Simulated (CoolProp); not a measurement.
Vapour-liquid equilibrium of R143a (1) + isobutene (2) at 294.3 K; x and y are mole fractions of (1).

Values from CoolProp's multi-fluid Helmholtz-energy mixture model, Lemmon and Jacobsen 2000 and Lemmon 2005; pair parameters Bell 2016.

| x | bubble pressure, mixture model (bar) | bubble pressure, Raoult's law (bar) | y, mixture model | y, Raoult's law |
|---|---|---|---|---|
| 0.05 | 3.690 | 3.144 | 0.279 | 0.181 |
| 0.15 | 5.232 | 4.012 | 0.515 | 0.426 |
| 0.25 | 6.378 | 4.881 | 0.623 | 0.584 |
| 0.35 | 7.272 | 5.750 | 0.690 | 0.694 |
| 0.45 | 8.017 | 6.619 | 0.740 | 0.775 |
| 0.55 | 8.680 | 7.488 | 0.783 | 0.837 |
| 0.65 | 9.303 | 8.357 | 0.824 | 0.887 |
| 0.75 | 9.911 | 9.226 | 0.867 | 0.927 |
| 0.85 | 10.51 | 10.09 | 0.915 | 0.960 |
| 0.95 | 11.11 | 10.96 | 0.969 | 0.988 |

The largest gap from Raoult's law is +30.7 % in bubble pressure, at x = 0.25. No azeotrope shows between x = 0.05 and 0.95.

Pair parameters are fitted to limited data, so mixtures are less certain than the pure fluids.
